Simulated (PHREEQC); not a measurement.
Make-up at 5 °C: 0.00095 mol NiCl2, 0.00074 mol NaCl and 0.00032 mol MnSO4 per kg of water. Closed to the air; pH follows from the charge balance.

The numbers come from PHREEQC with the ion-association model, wateq4f.dat.

Q: The ionic strength comes out as 0.00473 mol/kgw. What activity coefficients do Mn+2, Na+, Cl-, NiCl+, SO4-2 get?

A: Mn+2 0.76, Na+ 0.93, Cl- 0.93, NiCl+ 0.93, SO4-2 0.76.

Precipitation was switched off in this run. In wateq4f.dat the enthalpy of Ni(OH)2 has the wrong sign, so its saturation index can't be trusted away from 25 °C. At this temperature some constants are extrapolated from 25 °C, and those without enthalpy data are left unchanged.
